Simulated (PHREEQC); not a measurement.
**Copper plating or etch bath: speciation**

A solution holds 0.1 mol CuSO4, 0.018 mol HNO3 and 0.061 mol NaCl per kg of water, at 25 °C. It is in equilibrium with CO2 at log p = 0 (atm). Otherwise closed; pH follows from the charge balance.

Equilibrium calculation in PHREEQC: ion-association model, wateq4f.dat.

The pH comes out as 2.21 and the ionic strength is 0.290 mol/kgw. The activity of water comes out as 0.994 and the total alkalinity is -18.0 meq/kg.

```json
[
 {"species": "Cl-", "molality": "0.0583", "activity": "0.0398", "log γ": "-0.165"},
 {"species": "Cu+2", "molality": "0.0582", "activity": "0.0170", "log γ": "-0.533"},
 {"species": "Na+", "molality": "0.0575", "activity": "0.0418", "log γ": "-0.139"},
 {"species": "SO4-2", "molality": "0.0472", "activity": "0.0120", "log γ": "-0.594"},
 {"species": "CuSO4", "molality": "0.0391", "activity": "0.0418", "log γ": "0.029"},
 {"species": "CO2", "molality": "0.0319", "activity": "0.0340", "log γ": "0.029"},
 {"species": "NO3-", "molality": "0.0180", "activity": "0.0119", "log γ": "-0.179"},
 {"species": "HSO4-", "molality": "0.0102", "activity": "0.00717", "log γ": "-0.153"},
 {"species": "H+", "molality": "0.00784", "activity": "0.00614", "log γ": "-0.106"},
 {"species": "NaSO4-", "molality": "0.00347", "activity": "0.00251", "log γ": "-0.140"},
 {"species": "CuCl+", "molality": "0.00265", "activity": "0.00183", "log γ": "-0.161"},
 {"species": "CuCl2", "molality": "3.66e-5", "activity": "3.91e-5", "log γ": "0.029"},
 {"species": "CuHCO3+", "molality": "2.85e-5", "activity": "2.10e-5", "log γ": "-0.134"},
 {"species": "HCO3-", "molality": "3.39e-6", "activity": "2.45e-6", "log γ": "-0.140"},
 {"species": "NaHCO3", "molality": "5.39e-8", "activity": "5.76e-8", "log γ": "0.029"},
 {"species": "CuOH+", "molality": "4.00e-8", "activity": "2.76e-8", "log γ": "-0.161"}
]
```

No solid was allowed to form.
